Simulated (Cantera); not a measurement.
A Cantera script and its output.

```python
import numpy as np
import cantera as ct

gas = ct.Solution("gri30.yaml")
gas.TPX = 1500, 101325, {'CH3OH': 0.012, 'O2': 0.0091, 'N2': 1}
inlet = ct.Reservoir(gas, clone=True)

reactor = ct.IdealGasConstPressureReactor(gas, energy="off", clone=False)
exhaust = ct.Reservoir(gas, clone=True)
tau = [2.7, 0.88, 0.29, 0.098, 0.032, 0.011, 0.0036][0]
for a, b in ((inlet, reactor), (reactor, exhaust)):
    ct.MassFlowController(a, b, mdot=lambda t: reactor.mass / tau)
net = ct.ReactorNet([reactor])
show = ['CH3OH', 'O2', 'HO2', 'C2H2', 'NO2', 'OH']

rows = []
print(f"{'tau/s':>10s}{'T/K':>9s}" + "".join(f"{s:>11s}" for s in show))
for tau in [2.7, 0.88, 0.29, 0.098, 0.032, 0.011, 0.0036]:
    net.initial_time = 0.0
    net.advance(30 * tau)
    before = gas.X
    net.advance(40 * tau)
    drift = np.max(np.abs(gas.X - before) / (gas.X + 1e-9))
    rows.append([gas.T, *gas[show].X, drift])
    print(f"{tau:10.3e}{gas.T:9.1f}" + "".join(f"{x:11.3e}" for x in gas[show].X))
```

It prints:

```
     tau/s      T/K      CH3OH         O2        HO2       C2H2        NO2         OH
 2.700e+00   1500.0  1.867e-07  4.237e-06  1.151e-09  1.999e-08  8.114e-13  5.788e-06
 8.800e-01   1500.0  3.598e-07  8.191e-06  2.295e-09  4.645e-08  1.946e-12  9.280e-06
 2.900e-01   1500.0  7.132e-07  1.624e-05  4.699e-09  1.212e-07  3.924e-12  1.438e-05
 9.800e-02   1500.0  1.468e-06  3.319e-05  1.005e-08  3.192e-07  6.989e-12  2.112e-05
 3.200e-02   1500.0  3.321e-06  7.359e-05  2.433e-08  7.637e-07  1.280e-11  2.985e-05
 1.100e-02   1500.0  7.703e-06  1.658e-04  6.498e-08  1.369e-06  2.515e-11  4.058e-05
 3.600e-03   1500.0  1.969e-05  4.053e-04  2.236e-07  1.862e-06  5.798e-11  5.647e-05
```

Model: GRI-Mech 3.0 (53 species, 325 reactions), integrated in Cantera. GRI-Mech 3.0 was tuned for natural gas; its chemistry of methanol as a main component is partial and can be far from experiment.
